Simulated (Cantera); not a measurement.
A closed system holds: 1 mol SiCl4, 3.6 mol HCl, 1.1 mol H2, 0.68 mol Cl2, at 25.0 bar.

Method: chemical equilibrium by Gibbs-energy minimisation in Cantera with the NASA 1993 tables (ideal gas, pure condensed phases). Candidate condensed phases: Si; 19 gas species. The tables' values for SiCl3 are old estimates; treat these amounts as uncertain. The numbers say what is thermodynamically allowed, not how fast it happens. All values below are at 1573 K.

Base state: HCl 0.781, SiCl4 0.152, H2 0.0629, SiCl3 0.00234, SiHCl3 0.00163, SiCl2 9.43e-5, Cl 2.01e-5 (mole fractions); condensed: gas only.

Question: What changes in the equilibrium state with this change: Cl2 from 0.68 to 1 mol?

Answer: 
| species | before | after |
|---|---|---|
| HCl | 0.781 | 0.837 |
| SiCl4 | 0.152 | 0.148 |
| H2 | 0.0629 | 0.0141 |
| SiCl2 | 9.43e-5 | 1.78e-5 |
| SiHCl3 | 0.00163 | 0.000330 |
| SiCl3 | 0.00234 | 0.00100 |
| Cl | 2.01e-5 | 4.55e-5 |
